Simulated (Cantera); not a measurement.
A Cantera script and its output.

```python
import numpy as np
import cantera as ct

surf = ct.Interface("diamond.yaml", "diamond_100")
gas, bulk = surf.adjacent["gas"], surf.adjacent["diamond"]
k = surf.kinetics_species_index(bulk.species_names[0])
cover = ["c6HH", "c6H*", "c6*H", "c6**", "c6HM", "c6B"]

rows, drift = [], 0.0
print(f"{'T':>10s}{'um/h':>11s}" + "".join(f"{s:>11s}" for s in cover))
for v in [950, 1025, 1100, 1175, 1250, 1325, 1400]:
    T, P, xH, xCH3 = v, 4800, 0.016, 0.00079
    gas.TPX = T, P, {"H": xH, "CH3": xCH3, "CH4": 0.0077, "H2": 1 - xH - xCH3 - 0.0077}
    surf.TP = bulk.TP = T, P
    surf.coverages = "c6H*:0.1, c6HH:0.9"
    surf.advance_coverages(100.0)
    before = surf.coverages
    surf.advance_coverages(100.0)
    drift = max(drift, np.max(np.abs(surf.coverages - before) / (surf.coverages + 1e-9)))
    rate = surf.net_production_rates[k] * bulk.mean_molecular_weight / bulk.density * 3.6e9
    rows.append([rate, *surf[cover].coverages])
    print(f"{v:10.4g}{rate:11.4e}" + "".join(f"{x:11.3e}" for x in rows[-1][1:]))
```

Output:

```
         T       um/h       c6HH       c6H*       c6*H       c6**       c6HM        c6B
       950 1.5033e+01  6.170e-01  1.368e-02  3.214e-01  6.381e-03  3.180e-02  4.079e-08
      1025 2.1234e+01  5.561e-01  2.006e-02  3.803e-01  1.114e-02  2.298e-02  5.762e-08
      1100 2.6265e+01  4.996e-01  2.737e-02  4.311e-01  1.782e-02  1.580e-02  7.127e-08
      1175 2.5302e+01  4.494e-01  3.538e-02  4.738e-01  2.660e-02  8.876e-03  6.866e-08
      1250 1.7836e+01  4.046e-01  4.372e-02  5.075e-01  3.742e-02  3.485e-03  4.840e-08
      1325 1.2308e+01  3.643e-01  5.194e-02  5.310e-01  4.993e-02  1.047e-03  3.340e-08
      1400 1.0921e+01  3.289e-01  5.981e-02  5.459e-01  6.379e-02  2.895e-04  2.964e-08
```

Cantera simulation using the Harris–Goodwin 1993 mechanism for the reconstructed diamond (100) surface; the numbers are that mechanism's predictions, not measurements.
